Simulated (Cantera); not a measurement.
**Equilibrium for silicon oxide and oxynitride deposition: SiCl4 + N2O + N2**

Input: 1 mol SiCl4, 0.16 mol N2O, 37 mol N2, at 1.00 bar.

Cantera equilibrium calculation (NASA polynomials, part measured and part estimated; ideal gas, pure solids and liquids). Candidate condensed phases: Si, SiO2, Si2N2O, Si3N4; 23 gas species. The tables' values for SiCl3 are old estimates; treat these amounts as uncertain. The tables hold silica as quartz up to 1696 K and as liquid above; real silica turns to tridymite and cristobalite and melts near 1996 K. Rates play no part.

From 827 °C to 1327 °C the condensed part is SiO2(β-quartz). From 1427 °C to 1627 °C the condensed part is SiO2(condensed). At 1727 °C the condensed part is SiO2(l). The main Si-bearing gas is SiCl4 throughout.

```tsv
T (°C)	x N2	x SiCl4	x Cl	x SiCl3	x Cl2	x SiCl2	n SiO2(β-quartz)	n SiO2(condensed)	n SiO2(l)
827	0.972	0.0241	9.74e-5	4.71e-9	0.00414	<1e-12	0.0800	0	0
927	0.972	0.0241	0.000300	5.50e-8	0.00403	1.10e-12	0.0800	0	0
1027	0.971	0.0240	0.000765	4.46e-7	0.00380	4.90e-11	0.0800	0	0
1127	0.971	0.0240	0.00165	2.77e-6	0.00336	1.35e-9	0.0800	0	0
1227	0.970	0.0240	0.00302	1.43e-5	0.00267	2.69e-8	0.0800	0	0
1327	0.969	0.0239	0.00472	6.48e-5	0.00185	4.33e-7	0.0800	0	0
1427	0.969	0.0237	0.00640	0.000268	0.00111	5.95e-6	0	0.0800	0
1527	0.967	0.0229	0.00811	0.000952	0.000658	6.38e-5	0	0.0799	0
1627	0.965	0.0209	0.0109	0.00255	0.000487	0.000421	0	0.0784	0
1727	0.959	0.0171	0.0164	0.00479	0.000492	0.00154	0	0	0.0682
```
x: gas mole fraction; n: condensed amount in mol.
